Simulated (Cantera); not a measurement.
A closed system holds: 1 mol SiF₄, 0.53 mol NO, 6 mol N₂, 0.35 mol O₃, at 1950 K and 1.00 bar.

Method: chemical equilibrium by Gibbs-energy minimisation in Cantera with the NASA 1993 tables (ideal gas, pure condensed phases). Candidate condensed phases: Si, SiO₂, Si₂N₂O, Si₃N₄; 28 gas species. The tables' values for SiF₃ are old estimates; treat these amounts as uncertain. Kinetics and transport are ignored.

Task: What is the equilibrium state?

Result: 
| Item | Value |
|---|---|
| x(N₂) | 0.775 |
| x(SiF₄) | 0.124 |
| x(O₂) | 0.0958 |
| x(NO) | 0.00446 |
| x(O) | 0.000140 |
| x(F) | 3.89e-5 |
| x(SiF₃) | 3.87e-5 |
| x(NO₂) | 5.69e-6 |
| gas amount | 8.056 mol |
| log10 activity of Si(l) (absent) | -14.37 |
